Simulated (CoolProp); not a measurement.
Computed with CoolProp (reference Helmholtz-energy equation of state, Span 1996).

Q: Give the vapour pressure (bar), liquid cp (kJ/(kg K)), liquid conductivity (mW/(m K)) of saturated carbon dioxide at -47.35, -23.15 °C.

A: 
```tsv
T (°C)	p (bar)	liquid cp (kJ/(kg K))	liquid conductivity (mW/(m K))
-47.35	7.59	1.98	166
-23.15	17.9	2.13	137
```

Thermal conductivity comes from a separate model (Huber 2016).
